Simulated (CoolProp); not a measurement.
Values from CoolProp's reference Helmholtz-energy equation of state, Zhou 2016.

Task: For R245ca, give the phase and the cv (kJ/(kg K)), Joule-Thomson coefficient (K/MPa) at 174.15 °C and 4.78 MPa; 57.65 °C and 0.258 MPa; 38.65 °C and 0.0202 MPa.

Result: 
- 174.15 °C and 4.78 MPa: liquid; cv 1.22, Joule-Thomson coefficient 2.76
- 57.65 °C and 0.258 MPa: gas; cv 0.914, Joule-Thomson coefficient 21.6
- 38.65 °C and 0.0202 MPa: gas; cv 0.860, Joule-Thomson coefficient 23.3
